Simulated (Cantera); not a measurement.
Input: 1 mol SiF₄, 0.49 mol C₂H₂, 370 mol H₂, held at 1898 K and 0.0700 bar.

Method: chemical equilibrium by Gibbs-energy minimisation in Cantera with the NASA 1993 tables (ideal gas, pure condensed phases). Candidate condensed phases: C, C₆H₆, C₇H₈, C₈H₁₈, Si, SiC; 113 gas species. The tables' values for SiF₂, SiF₃, SiF are old estimates; treat these amounts as uncertain. Kinetics and transport are ignored.

Base state: H₂ 0.987, HF 0.00938, H 0.00293, SiF₂ 0.000397, C₂H₂ (acetylene) 0.000253, SiF₃ 0.000145, CH₄ 3.18e-5, SiF₄ 1.74e-5 (mole fractions); condensed: SiC(s).

Question: What changes in the equilibrium state with this change: temperature from 1898 K to 1800 K?

Answer: 
```
species             before     after
----------------  --------  --------
H₂                   0.987     0.989
HF                 0.00938   0.00921
H                  0.00293   0.00135
SiF₂              0.000397  0.000287
SiF                1.09e-5   2.94e-6
SiF₄               1.74e-5   5.91e-5
SiHF₃              8.51e-6   1.87e-5
CH₄                3.18e-5   5.26e-5
SiF₃              0.000145  0.000215
SiC(s), mol          0.779     0.781
C(graphite), mol         0    0.0494
```
The tables' values for SiF₂, SiF₃ are old estimates; treat these amounts as uncertain.
